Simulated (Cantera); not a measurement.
A Cantera script and what it prints.

```python
import numpy as np
import cantera as ct

gas_names = """
    Ca CaCL CaCL2 Ca2 CL CL2 N N2
""".split()
cond_names = """
    Ca(a) Ca(b) Ca(L) CaCL2(s) CaCL2(L)
""".split()


# ... load() reads the species with a 1 bar reference pressure and builds the phases ...
atoms = {
    'CaCl2': {'Ca': 1, 'CL': 2},
    'N2': {'N': 2},
}
top_T = {}  # K; cautious upper limits of use, not melting points


# ... equilibrate(T, P, feed) seeds the gas with the atoms and calls Mixture.equilibrate('TP', solver="vcs", rtol=1e-11, max_steps=5000) ...
results = []
feed = {'CaCl2': 1, 'N2': 2.8}  # mol
P = 1333.22  # Pa
for T in [725, 825, 925, 1025, 1125, 1225, 1325, 1425, 1525, 1625, 1725, 1825, 1925, 2025]:
    mix = equilibrate(T, P, feed)
    results.append((T, P, feed, dict(zip(mix.species_names, mix.species_moles))))

top = {s: max(r[3][s] / sum(r[3][g] for g in gas_names) for r in results) for s in gas_names}
cols = sorted((s for s in top if top[s] > 0.001), key=lambda s: -top[s])[:6]
seen = [c for c in cond_names if any(r[3].get(c, 0) > 1e-12 for r in results)]
print("log10 of partial pressures in bar; condensed amounts in mol")
print(f"{'T/K':>10s}" + "".join(f"{s[:9]:>10s}" for s in cols + seen))
for T, P, feed, n in results:
    ng = sum(n[g] for g in gas_names)
    print(f"{T:10.4g}" + "".join(f"{np.log10(max(n[s] / ng * P / 1e5, 1e-99)):10.3f}" for s in cols)
          + "".join(f"{n.get(c, 0):10.4g}" for c in seen))
```

It prints:

```
log10 of partial pressures in bar; condensed amounts in mol
       T/K        N2     CaCL2        CL      CaCL  CaCL2(s)  CaCL2(L)
       725    -1.875   -13.901   -18.679   -24.341         1         0
       825    -1.875   -11.136   -17.546   -18.452         1         0
       925    -1.875    -8.983   -15.254   -15.255         1         0
      1025    -1.875    -7.262   -13.052   -13.052         1         0
      1125    -1.875    -5.961   -11.299   -11.299         0    0.9998
      1225    -1.875    -4.911    -9.851    -9.853         0    0.9974
      1325    -1.878    -4.033    -8.630    -8.631         0    0.9804
      1425    -1.892    -3.289    -7.585    -7.586         0    0.8876
      1525    -1.955    -2.652    -6.683    -6.684         0    0.4381
      1625    -2.008    -2.455    -6.072    -6.074         0         0
      1725    -2.008    -2.455    -5.618    -5.624         0         0
      1825    -2.008    -2.456    -5.214    -5.224         0         0
      1925    -2.008    -2.457    -4.850    -4.868         0         0
      2025    -2.009    -2.459    -4.521    -4.550         0         0
```

These are equilibrium values from Cantera (NASA tables, ideal gas, pure condensed phases), not measurements of a reactor.
